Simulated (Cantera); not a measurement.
An adiabatic, constant-pressure homogeneous reactor starts with CO : H2 : CH4 : O2 : N2 = 1 : 0.049 : 1.1 : 3.84 : 14.4 (molar parts), equivalence ratio 0.71, at 1650 K and 390000 Pa.

Computed with Cantera and GRI-Mech 3.0 (53 species, 325 reactions).

Predict: time of steepest temperature rise; temperature at 0.700 s; equilibrium temperature; x(CO) at 0.700 s; x(H2) at 0.700 s; x(NO2) at 0.700 s.


* **time of steepest temperature rise**: 81.3 µs
* **temperature at 0.700 s**: 2765 K
* **equilibrium temperature**: 2765 K
* **x(CO) at 0.700 s**: 0.0230 (gas-phase equilibrium 0.0230)
* **x(H2) at 0.700 s**: 0.00407 (gas-phase equilibrium 0.00407)
* **x(NO2) at 0.700 s**: 1.16e-5 (gas-phase equilibrium 1.16e-5)
